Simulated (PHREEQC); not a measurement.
**Metal-bearing waste water: an equilibrium model**

Solution (25 °C): 4.6 mmol/kgw FeSO4, 29 mmol/kgw H3AsO4 and 18 mmol/kgw Na2SO4. Closed to the air; pH follows from the charge balance.

The numbers come from PHREEQC with the ion-association model, wateq4f.dat.

| Item | Value |
|---|---|
| pH | 2.15 |
| ionic strength | 0.0672 mol/kgw |
| total alkalinity | -29.0 meq/kg |

```csv
species,molality,activity,log γ
Na+,0.0349,0.0282,-0.094
H3AsO4,0.0153,0.0155,0.007
SO4-2,0.0147,0.00621,-0.374
H2AsO4-,0.0137,0.0110,-0.095
H+,0.00836,0.00703,-0.075
HSO4-,0.00529,0.00425,-0.096
Fe+2,0.00304,0.00136,-0.350
FeSO4,0.00147,0.00150,0.007
NaSO4-,0.00108,0.000876,-0.091
FeHSO4+,8.62e-5,6.93e-5,-0.095
HAsO4-2,2.60e-7,1.09e-7,-0.379
```

Precipitation was switched off in this run. Complexes and solids missing from the database can't appear.
